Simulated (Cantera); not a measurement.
Mixture: H₂ : O₂ : N₂ = 1 : 0.227 : 0.855 (molar parts), at 5.00 bar, adiabatic and at constant volume. Ignition delay is the time to a rise of 400 K.

Computed with Cantera and the H2/O2 subset of GRI-Mech 3.0, which has no nitrogen chemistry. The hydrogen kinetics of GRI-Mech 3.0 are dated; newer H2 mechanisms differ, most at raised pressure. Below about 950 K walls govern HO2 and H2O2 in real vessels.

Problem. What does this change do: constant pressure in place of constant volume?

Solution. 
| quantity | before | after |
|---|---|---|
| delay at 898 K | 0.116 s | 0.128 s |
| delay at 1098 K | 0.460 ms | 0.471 ms |
| delay at 1298 K | 7.52 µs | 7.84 µs |
| delay at 1498 K | 2.99 µs | 3.19 µs |
| delay at 1698 K | 1.73 µs | 1.94 µs |
Where the delays flatten at high temperature, the 400 K rule measures the pace of heat release, not the induction time.

Problem. What does this change do: pressure from 5.00 bar to 10.0 bar?

Solution. 
| quantity | before | after |
|---|---|---|
| delay at 898 K | 0.116 s | 75.1 ms |
| delay at 1098 K | 0.460 ms | 0.674 ms |
| delay at 1298 K | 7.52 µs | 6.00 µs |
| delay at 1498 K | 2.99 µs | 1.57 µs |
| delay at 1698 K | 1.73 µs | 0.836 µs |
